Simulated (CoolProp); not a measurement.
The fluid at 298.15 K and 0.576 MPa flows at 0.72 m/s in a round tube of 1 mm bore and 1.5 µm roughness, fully developed (64/Re and Nu = 3.66 if laminar; Colebrook and Gnielinski if turbulent). The same conditions are run with several fluids, on thermodynamics alone (safety and materials aside).

Model: reference Helmholtz-energy equation of state of each fluid (m-xylene: Zhou 2012; toluene: Lemmon 2006; n-nonane: Lemmon 2006; ethanol: Schroeder 2014), in CoolProp.

Q: Rank m-xylene, toluene, n-nonane, ethanol by Reynolds number, highest first.

A: toluene (1120), m-xylene (1060), n-nonane (782), ethanol (521)

```json
[
 {"fluid": "m-xylene", "Darcy friction factor": "0.0604", "pressure drop (Pa/m)": "13500", "heat-transfer coefficient (W/(m² K))": "476", "mass flow (kg/h)": "1.75"},
 {"fluid": "toluene", "Darcy friction factor": "0.0571", "pressure drop (Pa/m)": "12800", "heat-transfer coefficient (W/(m² K))": "478", "mass flow (kg/h)": "1.76"},
 {"fluid": "n-nonane", "Darcy friction factor": "0.0818", "pressure drop (Pa/m)": "15100", "heat-transfer coefficient (W/(m² K))": "464", "mass flow (kg/h)": "1.45"},
 {"fluid": "ethanol", "Darcy friction factor": "0.123", "pressure drop (Pa/m)": "25000", "heat-transfer coefficient (W/(m² K))": "599", "mass flow (kg/h)": "1.60"}
]
```

Transport values come from each fluid's own correlations.
